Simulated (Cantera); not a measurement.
What does this Cantera script print?

```python
import numpy as np
import cantera as ct

gas_names = """
    CL CLO CL2 Fe FeCL FeCL2 FeCL3 FeO Fe2CL4 Fe2CL6 N NO NO2 NO3 N2 N2O O O2 O3
""".split()
cond_names = """
    Fe(a) Fe(c) Fe(d) Fe(L) FeCL2(s) FeCL2(L) FeCL3(s) FeCL3(L) FeO(s) FeO(L) Fe2O3(s) Fe3O4(s)
""".split()


# ... load() reads the species with a 1 bar reference pressure and builds the phases ...
atoms = {
    'Fe2O3': {'Fe': 2, 'O': 3},
    'Cl2': {'CL': 2},
    'N2': {'N': 2},
}
top_T = {'Fe2O3(s)': 1830, 'Fe3O4(s)': 1870}  # K; cautious upper limits of use, not melting points


# ... equilibrate(T, P, feed) seeds the gas with the atoms and calls Mixture.equilibrate('TP', solver="vcs", rtol=1e-11, max_steps=5000) ...
results = []
feed = {'Fe2O3': 1, 'Cl2': 2.6, 'N2': 22}  # mol
T = 873  # K
P = 10000  # Pa
mix = equilibrate(T, P, feed)
results.append((T, P, feed, dict(zip(mix.species_names, mix.species_moles))))
print(gas.report(threshold=0.0001))
for i in range(1, mix.n_phases):
    print(f"{mix.phase(i).name:16s} {mix.phase_moles(i):12.5e} mol")
```

It prints:

```
       temperature   873 K
          pressure   10000 Pa
           density   0.045042 kg/m^3
  mean mol. weight   32.694 kg/kmol
   phase of matter   gas

                          1 kg             1 kmol
                     ---------------   ---------------
          enthalpy        5.2788e+05        1.7258e+07  J
   internal energy        3.0586e+05        9.9999e+06  J
           entropy            7653.9        2.5024e+05  J/K
    Gibbs function        -6.154e+06        -2.012e+08  J
 heat capacity c_p            996.99             32596  J/K
 heat capacity c_v            742.68             24281  J/K

                      mass frac. Y      mole frac. X     chem. pot. / RT
                     ---------------   ---------------   ---------------
               CL2           0.22234           0.10253           -33.187
             FeCL3          0.010087         0.0020333           -88.783
                N2           0.76589           0.89383           -26.939
                O2         0.0015129         0.0015458           -34.983
     [  +15 minor]        0.00017809        6.4764e-05

Fe(a)             0.00000e+00 mol
FeCL2(s)          0.00000e+00 mol
FeCL3(L)          0.00000e+00 mol
FeO(s)            0.00000e+00 mol
Fe2O3(s)          9.74630e-01 mol
Fe3O4(s)          0.00000e+00 mol
```

These are equilibrium values from Cantera (NASA tables, ideal gas, pure condensed phases), not measurements of a reactor. Condensed phases not in the tables: FeOCl.
